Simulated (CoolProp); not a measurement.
Ethylene along the isobar 2.95 MPa: density (kg/m³) from the reference equation and from simpler models built on Tc = 282.4 K, pc = 5.042 MPa, ω = 0.087; each cubic takes its own stable root.

Computed with CoolProp (reference Helmholtz-energy equation of state, Smukala 2000).

```csv
T (K),phase,reference
255.1,liquid,410.4
279.4,gas,47.35
303.8,gas,39.77
328.2,gas,34.93
352.5,gas,31.42
376.9,gas,28.68
401.3,gas,26.46
425.6,gas,24.61
450,gas,23.03
```

### Question
How far does each simpler model (van der Waals, Redlich-Kwong, Soave-Redlich-Kwong) lie from the reference over these 9 states: mean and median of the absolute difference, and the worst?

### Answer
- van der Waals: mean 10.7 %, median 1.1 %, worst -86.4 % at 255.1 K and 2.95 MPa
- Redlich-Kwong: mean 1.8 %, median 0.5 %, worst -12.7 % at 255.1 K and 2.95 MPa
- Soave-Redlich-Kwong: mean 1.5 %, median 0.3 %, worst -11.2 % at 255.1 K and 2.95 MPa

At some of these states van der Waals gives the other phase, because its saturation line lies elsewhere.
